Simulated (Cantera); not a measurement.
Cantera run, input and output.

```python
import numpy as np
import cantera as ct

gas = ct.Solution("gri30.yaml")
gas.TPX = 975, 20000, {'H2': 0.3, 'O2': 4.4, 'N2': 15}
inlet = ct.Reservoir(gas, clone=True)

reactor = ct.IdealGasConstPressureReactor(gas, energy="off", clone=False)
exhaust = ct.Reservoir(gas, clone=True)
tau = [5.3, 1.6, 0.48, 0.15, 0.044, 0.013, 0.0041, 0.0012][0]
for a, b in ((inlet, reactor), (reactor, exhaust)):
    ct.MassFlowController(a, b, mdot=lambda t: reactor.mass / tau)
net = ct.ReactorNet([reactor])
show = ['H2', 'O2', 'O', 'N2O', 'H2O']

rows = []
print(f"{'tau/s':>10s}{'T/K':>9s}" + "".join(f"{s:>11s}" for s in show))
for tau in [5.3, 1.6, 0.48, 0.15, 0.044, 0.013, 0.0041, 0.0012]:
    net.initial_time = 0.0
    net.advance(30 * tau)
    before = gas.X
    net.advance(40 * tau)
    drift = np.max(np.abs(gas.X - before) / (gas.X + 1e-9))
    rows.append([gas.T, *gas[show].X, drift])
    print(f"{tau:10.3e}{gas.T:9.1f}" + "".join(f"{x:11.3e}" for x in gas[show].X))
```

Result:

```
     tau/s      T/K         H2         O2          O        N2O        H2O
 5.300e+00    975.0  8.851e-05  2.174e-01  8.805e-06  1.084e-07  1.525e-02
 1.600e+00    975.0  1.774e-04  2.174e-01  1.845e-05  7.965e-08  1.516e-02
 4.800e-01    975.0  3.430e-04  2.175e-01  3.719e-05  5.404e-08  1.498e-02
 1.500e-01    975.0  6.297e-04  2.176e-01  7.076e-05  3.475e-08  1.468e-02
 4.400e-02    975.0  1.168e-03  2.177e-01  1.353e-04  2.056e-08  1.411e-02
 1.300e-02    975.0  2.115e-03  2.180e-01  2.491e-04  1.155e-08  1.310e-02
 4.100e-03    975.0  3.642e-03  2.185e-01  4.219e-04  6.284e-09  1.146e-02
 1.200e-03    975.0  6.337e-03  2.194e-01  6.557e-04  2.890e-09  8.553e-03
```

Cantera simulation using GRI-Mech 3.0 (53 species, 325 reactions); the numbers are that mechanism's predictions, not measurements.
